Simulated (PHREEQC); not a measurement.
**Metal-bearing waste water: an equilibrium model**

Dissolve 0.013 mol/kgw Pb(NO3)2, 3.6e-05 mol/kgw NiCl2 and 0.0016 mol/kgw NaF at 30 °C. Closed to the air; pH follows from the charge balance.

Equilibrium calculation in PHREEQC: ion-association model, wateq4f.dat.

No solid was allowed to form.

### Question
What pH does the model give?

### Answer
pH 5.11.

### Question
In which forms is Ni present?

### Answer
Ni+2 99 %, NiF+ 1.4 % of the Ni.
